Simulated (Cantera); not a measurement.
A closed system holds: 1 mol BF3, 20 mol NH3, 3.8 mol N2, held at 1525 K and 6900 Pa.

Method: chemical equilibrium by Gibbs-energy minimisation in Cantera with the NASA 1993 tables (ideal gas, pure condensed phases). Candidate condensed phases: B, BN; 31 gas species. The tables' values for BF2 are old estimates; treat these amounts as uncertain. Kinetics and transport are ignored.

Question: What is the equilibrium state?

Answer: 
- x(H2): 0.660
- x(N2): 0.305
- x(HF): 0.0176
- x(BF3): 0.0159
- x(BHF2): 0.000535
- x(BF2): 0.000210
- x(H): 7.32e-5
- x(BF): 6.94e-6
- x(NH3): 1.18e-6
- n(BN(s)): 0.252 mol
- gas amount: 44.81 mol
- log10 activity of B(s) (absent): -3.15
